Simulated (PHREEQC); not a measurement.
Dissolve 66 mmol/kgw H3PO4 and 2.2 mmol/kgw Na2CO3 at 20 °C. Closed to the air; pH follows from the charge balance.

The numbers come from PHREEQC with the ion-association model, wateq4f.dat.

```
quantity                      before     after
---------------------------  -------  --------
pH                              1.79      3.26
ionic strength (mol/kgw)      0.0225  0.000614
H3PO4 (mol/kgw)               0.0435   4.59e-5
H2PO4- (mol/kgw)              0.0225  0.000614
HPO4-2 (mol/kgw)             1.29e-7   7.25e-8
HCO3- (mol/kgw)              6.55e-8   1.69e-8
SI of Nahcolite (NaHCO3)       -9.07    -11.56
SI of Natron (Na2CO3:10H2O)   -19.16    -22.13
```

### Question
What was changed between the two runs?
A. H3PO4 from 0.066 to 0.0132 mol/kgw
B. temperature from 20 to 25 °C
C. diluted 100-fold with water
D. H3PO4 from 0.066 to 0.66 mol/kgw

### Answer
C, diluted 100-fold with water

No solid was allowed to form. H3PO4, which wateq4f.dat lacks, is added to it with the constant of phreeqc.dat.
